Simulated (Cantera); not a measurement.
Mixture: CH4 : H2 : O2 : N2 = 1 : 0.21 : 1.17 : 4.4 (molar parts), equivalence ratio 1.8, at 250000 Pa, adiabatic and at constant volume. Ignition delay is the time to a rise of 400 K.

Detailed kinetics in Cantera: GRI-Mech 3.0 (53 species, 325 reactions). Below about 1000 K GRI-Mech 3.0 lacks low-temperature oxidation paths. Below about 950 K walls govern HO2 and H2O2 in real vessels.

### Question
What does this change do: CH4 1 to 0.77 parts?

### Answer
```tsv
quantity	before	after
delay at 850 K	1.35 s	1.51 s
delay at 925 K	0.127 s	0.127 s
delay at 1000 K	29.3 ms	21.2 ms
delay at 1075 K	13.1 ms	8.29 ms
delay at 1150 K	6.67 ms	4.17 ms
delay at 1225 K	3.40 ms	2.16 ms
apparent activation energy between 1075 and 1225 K	98 kJ/mol	98 kJ/mol
```

### Question
What does this change do: O2 1.17 to 0.86 parts?

### Answer
```csv
quantity,before,after
delay at 850 K,1.35 s,1.33 s
delay at 925 K,0.127 s,0.143 s
delay at 1000 K,29.3 ms,42.1 ms
delay at 1075 K,13.1 ms,20.5 ms
delay at 1150 K,6.67 ms,10.7 ms
delay at 1225 K,3.40 ms,5.50 ms
apparent activation energy between 1075 and 1225 K,98 kJ/mol,96 kJ/mol
```
